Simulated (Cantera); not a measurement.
An adiabatic, constant-volume homogeneous reactor starts with CO : H₂ : O₂ : N₂ = 1 : 0.64 : 2.48 : 9.34 (molar parts), equivalence ratio 0.33, at 1475 K and 17.0 bar.

Model: GRI-Mech 3.0 (53 species, 325 reactions), integrated in Cantera. The hydrogen kinetics of GRI-Mech 3.0 are dated; newer H2 mechanisms differ, most at raised pressure. The pressure lies above the range GRI-Mech 3.0 was tuned for (to about 10 atm).

Task: Predict: time of steepest temperature rise; temperature at 2.00 s; equilibrium temperature; x(CO) at 2.00 s; x(H₂) at 2.00 s; x(O₂) at 2.00 s; x(HO₂) at 2.00 s; x(O) at 2.00 s; x(H₂O₂) at 2.00 s; x(H₂O) at 2.00 s.

Result: 
```json
{
 "time_of_steepest_temperature_rise": "2.15 µs",
 "temperature at 2.00 s": "2498 K",
 "equilibrium_temperature": "2498 K",
 "x(CO) at 2.00 s": "0.00156 (gas-phase equilibrium 0.00156)",
 "x(H₂) at 2.00 s": "0.000158 (gas-phase equilibrium 0.000158)",
 "x(O₂) at 2.00 s": "0.122 (gas-phase equilibrium 0.122)",
 "x(HO₂) at 2.00 s": "1.50e-5 (gas-phase equilibrium 1.50e-5)",
 "x(O) at 2.00 s": "0.000967 (gas-phase equilibrium 0.000967)",
 "x(H₂O₂) at 2.00 s": "6.17e-7 (gas-phase equilibrium 6.17e-7)",
 "x(H₂O) at 2.00 s": "0.0484 (gas-phase equilibrium 0.0484)"
}
```
